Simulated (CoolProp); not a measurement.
Vapour-liquid equilibrium of n-heptane (1) + toluene (2) at 230 kPa; x and y are mole fractions of (1).

Model: multi-fluid Helmholtz-energy mixture model, Span 2003 and Lemmon 2006; pair parameters Bell 2016, in CoolProp.

| x | bubble temperature (°C) | y at the bubble point | dew temperature at overall composition x (°C) | liquid density (mol/L) |
|---|---|---|---|---|
| 0.05 | 140.6 | 0.082 | 141.2 | 7.950 |
| 0.125 | 138.6 | 0.188 | 139.8 | 7.743 |
| 0.2 | 136.9 | 0.279 | 138.3 | 7.542 |
| 0.275 | 135.5 | 0.360 | 137.0 | 7.348 |
| 0.35 | 134.3 | 0.433 | 135.7 | 7.162 |
| 0.425 | 133.3 | 0.502 | 134.4 | 6.983 |
| 0.5 | 132.4 | 0.568 | 133.3 | 6.811 |
| 0.575 | 131.7 | 0.632 | 132.3 | 6.646 |
| 0.65 | 131.0 | 0.695 | 131.5 | 6.488 |
| 0.725 | 130.5 | 0.758 | 130.7 | 6.336 |
| 0.8 | 130.0 | 0.822 | 130.1 | 6.189 |
| 0.875 | 129.5 | 0.888 | 129.6 | 6.049 |
| 0.95 | 129.2 | 0.955 | 129.2 | 5.914 |

No azeotrope shows between x = 0.05 and 0.95.

Pair parameters are fitted to limited data, so mixtures are less certain than the pure fluids.
